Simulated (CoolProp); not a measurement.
A simple Rankine cycle with R1224YDZ: condensing at 294.15 K, boiler at 0.717 MPa, turbine inlet 367.1 K, turbine efficiency 0.75, pump efficiency 0.7, no recuperator. Each further row changes one setting.

Values from CoolProp's reference Helmholtz-energy equation of state, Akasaka 2023.

```tsv
case	thermal efficiency (%)	net work (kJ/kg)	heat in (kJ/kg)	turbine exit temperature (K)	volume ratio over the turbine
as stated	10.2	22.2	218	329.9	5.71
turbine inlet 387.1 K	10.1	24.0	238	350.9	5.61
condensing temperature 286.15 K	11.5	26.1	227	324.4	7.66
boiler pressure 0.502 MPa	8.3	18.5	222	339.0	3.90
turbine efficiency 0.65	8.8	19.2	218	333.5	5.78
```
